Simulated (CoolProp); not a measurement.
A Linde-Hampson liquefier for dry air: isothermal reversible compression at 280 K from 1 atm to 25 MPa, throttling to 1 atm, return gas leaving the recuperator 10 K below the feed. Each further row changes one setting.

The numbers come from the reference Helmholtz-energy equation of state, Lemmon 2000 in CoolProp. It is a pseudo-pure fit of the blend.

| case | liquid yield per pass | compression work (kJ/kg of gas) |
|---|---|---|
| as stated | 0.090 | 440 |
| high pressure 50 MPa | 0.105 | 504 |
| warm-end temperature 310 K | 0.061 | 491 |
| warm-end gap 15 K | 0.078 | 440 |
